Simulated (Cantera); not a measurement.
**Hydrocarbon pyrolysis for carbon deposition**

An isothermal, constant-pressure homogeneous reactor starts with 38.5 % CH4, 61.5 % N2, at 1750 K and 6.15 Torr.

Computed with Cantera and GRI-Mech 3.0 (53 species, 325 reactions). GRI-Mech 3.0 stops at C3 and has no aromatics, soot or wall deposition, so with more carbon than oxygen in the feed, carbon stays in small species such as C2H2 where larger ones or solid carbon would form. Radical loss at walls, strong at low pressure, is not modelled.

```tsv
t (s)	x CH4	x C2H6	x C2H2	x C2H4	x HCN	x C2H
3.00e-5	0.385	1.06e-12	<1e-12	1.99e-12	<1e-12	<1e-12
7.73e-5	0.385	2.36e-11	<1e-12	8.64e-11	<1e-12	<1e-12
0.000199	0.385	4.56e-10	2.51e-12	2.98e-9	<1e-12	<1e-12
0.000514	0.384	7.85e-9	1.77e-10	7.54e-8	<1e-12	<1e-12
0.00132	0.384	1.16e-7	9.93e-9	1.53e-6	<1e-12	<1e-12
0.00341	0.384	1.37e-6	4.99e-7	2.77e-5	2.07e-12	3.76e-12
0.00879	0.381	1.20e-5	2.51e-5	0.000463	2.99e-11	3.40e-10
0.0227	0.360	7.64e-5	0.00135	0.00625	1.48e-9	1.57e-8
0.0584	0.229	0.000135	0.0386	0.0172	8.31e-8	4.32e-7
0.151	0.0959	3.19e-5	0.101	0.00258	5.52e-7	1.12e-6
0.388	0.0348	5.54e-6	0.125	0.000368	1.59e-6	1.63e-6
1.00	0.00963	6.51e-7	0.135	5.23e-5	3.71e-6	2.37e-6
```
x: mole fraction; the columns are a selection and need not sum to one.

Equilibrium at this temperature and pressure: CH4 5.40e-5, C2H6 5.52e-11, C2H2 0.0846, C2H4 9.55e-6, HCN 0.108, C2H 2.39e-6 (gas phase only).
